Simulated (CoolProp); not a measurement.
A simple Rankine cycle with R11: condensing at 300.15 K, boiler at 0.35 MPa, turbine inlet 352.3 K, turbine efficiency 0.65, pump efficiency 0.6, no recuperator. Each further row changes one setting.

Values from CoolProp's reference Helmholtz-energy equation of state, Jacobsen 1992.

```json
[
 {"case": "as stated", "thermal efficiency (%)": "6.5", "net work (kJ/kg)": "13.7", "heat in (kJ/kg)": "208", "turbine exit temperature (K)": "?", "volume ratio over the turbine": "?"},
 {"case": "turbine inlet 372.3 K", "thermal efficiency (%)": "6.6", "net work (kJ/kg)": "14.6", "heat in (kJ/kg)": "222", "turbine exit temperature (K)": "343.8", "volume ratio over the turbine": "2.95"},
 {"case": "condensing temperature 292.15 K", "thermal efficiency (%)": "?", "net work (kJ/kg)": "17.0", "heat in (kJ/kg)": "215", "turbine exit temperature (K)": "317.7", "volume ratio over the turbine": "3.89"},
 {"case": "boiler pressure 0.245 MPa", "thermal efficiency (%)": "4.6", "net work (kJ/kg)": "9.68", "heat in (kJ/kg)": "?", "turbine exit temperature (K)": "333.4", "volume ratio over the turbine": "2.09"},
 {"case": "turbine efficiency 0.55", "thermal efficiency (%)": "5.5", "net work (kJ/kg)": "11.5", "heat in (kJ/kg)": "208", "turbine exit temperature (K)": "327.5", "volume ratio over the turbine": "3.00"}
]
```

Some entries are withheld; supply them.


- as stated, turbine exit temperature (K): 324.1
- as stated, volume ratio over the turbine: 2.96
- condensing temperature 292.15 K, thermal efficiency (%): 7.9
- boiler pressure 0.245 MPa, heat in (kJ/kg): 210
